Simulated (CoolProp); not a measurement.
Vapour-liquid equilibrium of C2F6 (R116) (1) + propane (2) at 216.3 K; x and y are mole fractions of (1).

Values from CoolProp's multi-fluid Helmholtz-energy mixture model, Lemmon 2006 and Lemmon 2009; pair parameters Bell 2016.

```csv
x,bubble pressure (MPa),y at the bubble point,dew pressure at overall composition x (MPa),liquid density (mol/L)
0.05,0.1378,0.640,0.05295,13.37
0.2,0.2374,0.800,0.06286,12.84
0.35,0.2513,0.814,0.07726,12.35
0.5,0.2535,0.817,0.1001,11.91
0.65,0.2596,0.831,0.1418,11.53
0.8,0.2698,0.870,0.2376,11.22
0.95,0.2785,0.956,0.2783,10.98
```

No azeotrope shows between x = 0.05 and 0.95.

Pair parameters are fitted to limited data, so mixtures are less certain than the pure fluids. With so large a gap from Raoult's law the liquid may split in two, which this calculation doesn't test in full.
